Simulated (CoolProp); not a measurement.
The numbers come from the reference Helmholtz-energy equation of state, Akasaka 2022 in CoolProp.

Problem. For R1233zd(E), give the phase and the Z, cp (kJ/(kg K)), speed of sound (m/s), isothermal compressibility (1/MPa) at 176.85 °C and 4420 kPa; 176.85 °C and 12600 kPa.

Solution. 
- 176.85 °C and 4420 kPa: supercritical; Z 0.274, cp 4.35, speed of sound 101, isothermal compressibility 0.709
- 176.85 °C and 12600 kPa: supercritical; Z 0.484, cp 1.43, speed of sound 335, isothermal compressibility 0.0143
